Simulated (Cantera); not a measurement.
Mixture: H2 : O2 : N2 : NO = 1 : 1.04 : 3.92 : 0.018 (molar parts), at 0.730 bar, adiabatic and at constant volume. Ignition delay is the time to a rise of 400 K.

Model: GRI-Mech 3.0 (53 species, 325 reactions), integrated in Cantera. The mechanism lacks 2 NO + O2 → 2 NO2 and HONO, so NO2 and the effect of NO are under-described below about 1400 K. Where the delays flatten at high temperature, the 400 K rule measures the pace of heat release, not the induction time.

```tsv
quantity	before	after
delay at 1275 K	48.9 µs	7.79 µs
delay at 1375 K	37.1 µs	4.71 µs
delay at 1475 K	31.8 µs	3.26 µs
delay at 1575 K	30.2 µs	2.49 µs
delay at 1675 K	31.0 µs	2.04 µs
delay at 1775 K	33.7 µs	1.79 µs
delay at 1875 K	37.8 µs	1.66 µs
```

What was changed between the two runs?
A. pressure from 0.730 bar to 10.0 bar
B. pressure from 0.730 bar to 5.00 bar
C. constant pressure in place of constant volume
D. O2 1.04 to 0.43 parts

B, pressure from 0.730 bar to 5.00 bar
